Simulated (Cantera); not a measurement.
## Thermodynamics of hydrogen reduction and annealing atmospheres, feed FeS + H2 + N2

Charge: 1 mol FeS, a varied amount of H2, 34 mol N2, held at 1448.15 K and 32.0 Pa.

Method: chemical equilibrium by Gibbs-energy minimisation in Cantera with the NASA 1993 tables (ideal gas, pure condensed phases). Candidate condensed phases: Fe, FeS, FeS2, S; 16 gas species. The numbers say what is thermodynamically allowed, not how fast it happens.

```
n(H2) (mol)   x H2    x N2    x H2S      x S2  n Fe(γ)
-----------  -----  ------  -------  --------  -------
72           0.673   0.320  0.00304   0.00286    0.984
110          0.759   0.236  0.00273   0.00183    0.978
150          0.811   0.184  0.00243   0.00127    0.972
190          0.844   0.152  0.00218  0.000937    0.966
230          0.868   0.129  0.00197  0.000726    0.960
280          0.889   0.108  0.00176  0.000552    0.953
320          0.901  0.0959  0.00162  0.000455    0.947
360          0.911  0.0862  0.00150  0.000383    0.941
400          0.919  0.0783  0.00140  0.000327    0.935
440          0.926  0.0717  0.00131  0.000282    0.929
480          0.932  0.0661  0.00123  0.000247    0.923
520          0.936  0.0613  0.00116  0.000217    0.917
560          0.941  0.0572  0.00110  0.000193    0.911
```
x: gas mole fraction; n: condensed amount in mol.

From 72 mol H2 to 560 mol H2 the condensed part is Fe(γ). The main Fe-bearing gas is Fe throughout. The share of Fe in condensed phases is highest at 72 mol H2 (98.4 %) and lowest at 560 mol H2 (91.1 %).
